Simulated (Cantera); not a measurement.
A perfectly stirred reactor is fed with NH3 : N2 = 1 : 30 (molar parts), at 0.420 bar; it is held at 1298 K, and followed from long to short residence time.

Cantera simulation using the gas-phase N/H chemistry of the illustrative SiF4/NH3 mechanism in the Surface Chemkin manual (1991); the numbers are that mechanism's predictions, not measurements. Walls and surfaces, which speed up NH3 decomposition in real reactors, are not modelled.

Q: What does this change do: temperature 1298 to 2050 K?

A: 
| quantity | before | after |
|---|---|---|
| x(NH3) at τ = 13.0 s | 0.0319 | 9.29e-5 |
| x(NH2) at τ = 13.0 s | 2.20e-6 | 3.11e-6 |
| x(NH) at τ = 13.0 s | 6.51e-9 | 1.08e-6 |
| x(N) at τ = 13.0 s | 7.40e-11 | 1.10e-6 |
| x(N2) at τ = 13.0 s | 0.968 | 0.953 |
| x(NH3) at τ = 90.0 ms | 0.0323 | 0.0119 |
| x(NH2) at τ = 90.0 ms | 1.76e-7 | 9.39e-5 |
| x(NH) at τ = 90.0 ms | 7.41e-11 | 6.32e-6 |
| x(N) at τ = 90.0 ms | <1e-12 | 1.26e-6 |
| x(N2) at τ = 90.0 ms | 0.968 | 0.958 |

Q: What does this change do: temperature 1298 to 2025 K?

A: 
```tsv
quantity	before	after
x(NH3) at τ = 13.0 s	0.0319	0.000138
x(NH2) at τ = 13.0 s	2.20e-6	3.62e-6
x(NH) at τ = 13.0 s	6.51e-9	1.03e-6
x(N) at τ = 13.0 s	7.40e-11	8.90e-7
x(N2) at τ = 13.0 s	0.968	0.953
x(NH3) at τ = 90.0 ms	0.0323	0.0138
x(NH2) at τ = 90.0 ms	1.76e-7	9.44e-5
x(NH) at τ = 90.0 ms	7.41e-11	5.69e-6
x(N) at τ = 90.0 ms	<1e-12	1.05e-6
x(N2) at τ = 90.0 ms	0.968	0.959
```
